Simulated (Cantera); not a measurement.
Cantera run:

```python
import numpy as np
import cantera as ct

gas_names = """
    B BF BF2 BF3 BH BHF2 BH2 BH3 BO BOF BOF2 BO2 B2 B2O B2O2 B2O3 B3O3F3 B3O3H3 F FO FO2 F2 F2O H HBO
    HBO2 HF HOF HO2 H2 H2F2 H2O H2O2 H3B3O6 H3F3 H4F4 H5F5 H6F6 H7F7 O OH O2 O3
""".split()
cond_names = """
    B(b) B(L) B2O3(L) B3O3H3(cr) H2O(s) H2O(L)
""".split()


def load(file, names, dense=False):
    # The tables refer to 1 bar. Condensed volumes are neglected.
    table = {s.name: s for s in ct.Species.list_from_file(file)}
    out = []
    for n in names:
        d = dict(table[n].input_data)
        d["thermo"] = dict(d["thermo"], **{"reference-pressure": 1e5})
        if dense:
            d["equation-of-state"] = {"model": "constant-volume", "density": "1e6 g/cm^3"}
        out.append(ct.Species.from_dict(d))
    return out


gas = ct.Solution(thermo="ideal-gas", species=load("nasa_gas.yaml", gas_names))
cond = {s.name: ct.Solution(thermo="fixed-stoichiometry", species=[s], name=s.name)
        for s in load("nasa_condensed.yaml", cond_names, dense=True)}
atoms = {
    'BF3': {'B': 1, 'F': 3},
    'O2': {'O': 2},
    'H2': {'H': 2},
}
top_T = {}  # K; cautious upper limits of use, not melting points


def equilibrate(T, P, feed):
    n = {}
    for name, mol in feed.items():
        for a, k in atoms[name].items():
            n[a] = n.get(a, 0.0) + k * mol
    gas.TPX = T, P, n
    mass = sum(n.values()) * gas.mean_molecular_weight
    gas.equilibrate("TP")
    valid = [c for c in cond.values() if c.min_temp <= T <= top_T.get(c.name, c.max_temp)]
    mix = ct.Mixture([(gas, mass / gas.mean_molecular_weight)] + [(c, 0.0) for c in valid])
    mix.T, mix.P = T, P
    mix.equilibrate("TP", solver="vcs", rtol=1e-11, max_steps=5000)
    return mix


results = []
feed = {'BF3': 1, 'O2': 7.4, 'H2': 11}  # mol
T = 925  # K
for P in [10, 28, 77, 220, 600, 1700, 4600, 13000, 36000, 100000]:
    mix = equilibrate(T, P, feed)
    results.append((T, P, feed, dict(zip(mix.species_names, mix.species_moles))))

top = {s: max(r[3][s] / sum(r[3][g] for g in gas_names) for r in results) for s in gas_names}
cols = sorted((s for s in top if top[s] > 1e-06), key=lambda s: -top[s])[:9]
seen = [c for c in cond_names if any(r[3].get(c, 0) > 1e-12 for r in results)]
print("log10 of partial pressures in bar; condensed amounts in mol")
print(f"{'P/Pa':>10s}" + "".join(f"{s[:9]:>10s}" for s in cols + seen))
for T, P, feed, n in results:
    ng = sum(n[g] for g in gas_names)
    print(f"{P:10.4g}" + "".join(f"{np.log10(max(n[s] / ng * P / 1e5, 1e-99)):10.3f}" for s in cols)
          + "".join(f"{n.get(c, 0):10.4g}" for c in seen))
```

It prints:

```
log10 of partial pressures in bar; condensed amounts in mol
      P/Pa       H2O        HF        O2       BF3    H3B3O6    B3O3F3       BOF      HBO2   B2O3(L)
        10    -4.177    -4.705    -4.879    -6.482    -7.645    -7.512    -7.274    -7.411    0.4582
        28    -3.727    -4.269    -4.431    -5.850    -6.971    -6.880    -7.064    -7.186    0.4415
        77    -3.285    -3.847    -3.991    -5.245    -6.307    -6.275    -6.862    -6.965    0.4162
       220    -2.825    -3.414    -3.535    -4.637    -5.618    -5.667    -6.659    -6.735    0.3791
       600    -2.386    -3.007    -3.098    -4.074    -4.958    -5.105    -6.472    -6.515    0.3317
      1700    -1.929    -2.590    -2.644    -3.510    -4.273    -4.540    -6.284    -6.287    0.2669
      4600    -1.493    -2.198    -2.210    -2.986    -3.619    -4.017    -6.109    -6.069    0.1849
   1.3e+04    -1.039    -1.794    -1.757    -2.455    -2.938    -3.485    -5.932    -5.842   0.06762
   3.6e+04    -0.594    -1.390    -1.314    -1.954    -2.402    -3.072    -5.794    -5.663         0
     1e+05    -0.147    -0.977    -0.870    -1.467    -1.977    -2.749    -5.687    -5.521         0
```

These are equilibrium values from Cantera (NASA tables, ideal gas, pure condensed phases), not measurements of a reactor. Gases not in the tables: H3BO3.
